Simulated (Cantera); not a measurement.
Input (Python, Cantera):

```python
import numpy as np
import cantera as ct

gas = ct.Solution("gri30.yaml")
gas.TPX = 1425, 101325, {'CH4': 1, 'H2': 0.38, 'O2': 0.91, 'N2': 8.85, 'CO2': 1.6}
reactor = ct.IdealGasConstPressureReactor(gas, energy="on", clone=False)
net = ct.ReactorNet([reactor])
net.rtol, net.atol = 1e-08, 1e-16
show = ['CH4', 'H2', 'O2', 'C2H', 'CH2O', 'NO2', 'NO']
times = np.geomspace(4e-06, 0.4, 12)

steps = ct.SolutionArray(gas, extra=["t"])
rows = []
print(f"{'t/s':>10s}{'T/K':>9s}{'P/Pa':>11s}" + "".join(f"{s:>11s}" for s in show))
for t in times:
    while net.time < t:
        t_next = net.step()
        steps.append(gas.state, t=t_next)
    rows.append([np.interp(t, steps.t, y) for y in (steps.T, steps.P, *steps(*show).X.T)])
    print(f"{t:10.3e}{rows[-1][0]:9.1f}{rows[-1][1]:11.4g}" + "".join(f"{x:11.3e}" for x in rows[-1][2:]))
rate = np.gradient(steps.T, steps.t)
print("integrator steps:", len(steps.t))
if steps.T.max() > steps.T[0] + 200:
    print(f"time of steepest temperature rise: {steps.t[rate.argmax()]:.4e} s")
gas.TPX = 1425, 101325, {'CH4': 1, 'H2': 0.38, 'O2': 0.91, 'N2': 8.85, 'CO2': 1.6}
gas.equilibrate("HP")
print(f"equilibrium (HP): T = {gas.T:.1f} K  " + "  ".join(f"{s} {gas[s].X[0]:.3e}" for s in show))
```

Result:

```
       t/s      T/K       P/Pa        CH4         H2         O2        C2H       CH2O        NO2         NO
 4.000e-06   1425.0  1.013e+05  7.849e-02  2.983e-02  7.143e-02  1.952e-29  2.806e-10  1.231e-23  9.115e-18
 1.139e-05   1425.0  1.013e+05  7.849e-02  2.983e-02  7.143e-02  5.721e-27  2.752e-09  5.541e-22  4.860e-17
 3.245e-05   1425.0  1.013e+05  7.849e-02  2.983e-02  7.143e-02  1.746e-24  2.754e-08  2.266e-20  2.694e-16
 9.241e-05   1425.0  1.013e+05  7.849e-02  2.983e-02  7.143e-02  1.112e-21  3.544e-07  1.227e-18  2.308e-15
 2.632e-04   1425.1  1.013e+05  7.842e-02  2.980e-02  7.139e-02  9.036e-18  8.739e-06  1.101e-16  5.165e-14
 7.495e-04   1430.8  1.013e+05  7.702e-02  2.952e-02  7.060e-02  1.607e-13  2.003e-04  3.618e-14  3.445e-12
 2.135e-03   1490.8  1.013e+05  6.414e-02  3.222e-02  6.170e-02  2.633e-10  9.735e-04  3.893e-12  1.366e-10
 6.080e-03   1857.7  1.013e+05  3.275e-03  4.613e-02  9.455e-06  2.234e-07  6.872e-06  1.073e-12  8.580e-07
 1.732e-02   1840.6  1.013e+05  1.847e-03  4.484e-02  2.215e-08  1.531e-07  3.799e-06  1.281e-12  1.262e-06
 4.931e-02   1830.2  1.013e+05  1.220e-03  5.131e-02  1.771e-08  5.979e-08  1.750e-06  1.970e-12  2.419e-06
 1.404e-01   1820.4  1.013e+05  4.496e-04  5.724e-02  1.399e-08  8.267e-09  4.404e-07  3.269e-12  4.859e-06
 4.000e-01   1816.5  1.013e+05  9.990e-06  5.906e-02  1.330e-08  5.366e-11  1.163e-08  5.815e-12  9.166e-06
integrator steps: 1962
time of steepest temperature rise: 2.9461e-03 s
equilibrium (HP): T = 1816.5 K  CH4 4.440e-11  H2 5.909e-02  O2 1.438e-08  C2H 5.649e-20  CH2O 3.125e-09  NO2 6.631e-13  NO 1.040e-06
```

Cantera simulation using GRI-Mech 3.0 (53 species, 325 reactions); the numbers are that mechanism's predictions, not measurements.
